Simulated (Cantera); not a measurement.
An adiabatic, constant-volume homogeneous reactor starts with 5.05 % CO, 0.162 % H₂, 3.48 % CH₄, 19.1 % O₂, 72.2 % N₂, equivalence ratio 0.50, at 1023 K and 0.276 atm.

Model: GRI-Mech 3.0 (53 species, 325 reactions), integrated in Cantera.

### Question
Predict: time of steepest temperature rise; temperature at 7.00 s; equilibrium temperature; x(CO) at 7.00 s; x(H₂) at 7.00 s; x(NO₂) at 7.00 s; x(H₂O₂) at 7.00 s; x(NO) at 7.00 s.

### Answer
```
Property                                                               Value
---------------------------------  -----------------------------------------
time of steepest temperature rise                                    0.477 s
temperature at 7.00 s                                                 2332 K
equilibrium temperature                                               2332 K
x(CO) at 7.00 s                      0.00488 (gas-phase equilibrium 0.00488)
x(H₂) at 7.00 s                    0.000716 (gas-phase equilibrium 0.000716)
x(NO₂) at 7.00 s                     6.04e-6 (gas-phase equilibrium 6.04e-6)
x(H₂O₂) at 7.00 s                    7.91e-8 (gas-phase equilibrium 7.91e-8)
x(NO) at 7.00 s                        0.0107 (gas-phase equilibrium 0.0107)
```
